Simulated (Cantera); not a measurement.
A closed system holds: 1 mol SiH₂Cl₂, a varied amount of NO, held at 698 K and 94.0 mbar.

These are equilibrium values from Cantera (NASA tables, ideal gas, pure condensed phases), not measurements of a reactor. Candidate condensed phases: H₂O, NH₄Cl, Si, SiO₂, Si₂N₂O, Si₃N₄; 47 gas species. The numbers say what is thermodynamically allowed, not how fast it happens.

Task: Which condensed phases are stable at each of these points (n(NO) (mol)): 0.12, 0.38, 0.65, 0.92, 1.2, 1.4, 1.7, 2, 2.2, 2.5, 2.8?

Result: 
```json
[
 {"n(NO) (mol)": "0.12", "condensed phases": "Si(s) + SiO₂(α-quartz) + Si₂N₂O(s)", "Si condensed (%)": "47.5"},
 {"n(NO) (mol)": "0.38", "condensed phases": "Si(s) + SiO₂(α-quartz) + Si₂N₂O(s)", "Si condensed (%)": "47.5"},
 {"n(NO) (mol)": "0.65", "condensed phases": "SiO₂(α-quartz) + Si₂N₂O(s)", "Si condensed (%)": "81.2"},
 {"n(NO) (mol)": "0.92", "condensed phases": "SiO₂(α-quartz) + Si₂N₂O(s)", "Si condensed (%)": "95.6"},
 {"n(NO) (mol)": "1.2", "condensed phases": "SiO₂(α-quartz) + Si₂N₂O(s)", "Si condensed (%)": "96.4"},
 {"n(NO) (mol)": "1.4", "condensed phases": "SiO₂(α-quartz) + Si₂N₂O(s)", "Si condensed (%)": "96.7"},
 {"n(NO) (mol)": "1.7", "condensed phases": "SiO₂(α-quartz) + Si₂N₂O(s)", "Si condensed (%)": "97.0"},
 {"n(NO) (mol)": "2", "condensed phases": "SiO₂(α-quartz)", "Si condensed (%)": "100.0"},
 {"n(NO) (mol)": "2.2", "condensed phases": "SiO₂(α-quartz)", "Si condensed (%)": "100.0"},
 {"n(NO) (mol)": "2.5", "condensed phases": "SiO₂(α-quartz)", "Si condensed (%)": "100.0"},
 {"n(NO) (mol)": "2.8", "condensed phases": "SiO₂(α-quartz)", "Si condensed (%)": "100.0"}
]
```

From 0.12 mol NO to 0.38 mol NO the condensed part is Si(s) + SiO₂(α-quartz) + Si₂N₂O(s). From 0.65 mol NO to 1.7 mol NO the condensed part is SiO₂(α-quartz) + Si₂N₂O(s). From 2 mol NO to 2.8 mol NO the condensed part is SiO₂(α-quartz).
